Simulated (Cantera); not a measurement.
Input: 1 mol SiHCl3, 0.31 mol HCl, 31 mol N2, held at 1500 K and 0.0140 bar.

Equilibrium computed with Cantera from the NASA thermochemical tables; the gas is ideal and each condensed phase is pure. Candidate condensed phases: NH4Cl, Si, Si3N4; 28 gas species. The tables' values for SiCl3 are old estimates; treat these amounts as uncertain. The numbers say what is thermodynamically allowed, not how fast it happens.

Base state: N2 0.934, HCl 0.0326, SiCl2 0.0236, SiCl3 0.00389, H2 0.00342, SiCl4 0.00203, Cl 6.70e-5, SiHCl3 2.20e-5 (mole fractions); condensed: Si3N4(s).

What changes in the equilibrium state with this change: pressure from 0.0140 bar to 1.30 bar?


```tsv
species	before	after
N2	0.934	0.945
HCl	0.0326	0.0341
SiCl4	0.00203	0.0142
SiCl2	0.0236	0.00143
Cl	6.70e-5	7.76e-6
SiHCl3	2.20e-5	0.000129
SiCl3	0.00389	0.00252
Si3N4(s), mol	0.00650	0.135
```

What changes in the equilibrium state with this change: temperature from 1500 K to 1148.15 K?


```csv
species,before,after
N2,0.934,0.945
HCl,0.0326,0.0360
SiCl4,0.00203,0.0162
SiCl2,0.0236,7.13e-5
Cl,6.70e-5,4.14e-7
SiCl3,0.00389,0.000324
H2,0.00342,0.00217
SiHCl3,2.20e-5,1.96e-5
"Si3N4(s), mol",0.00650,0.154
```
N2 is the only nitrogen source here; it is nearly inert below about 1500 K, so the nitride shown seldom forms there in practice.
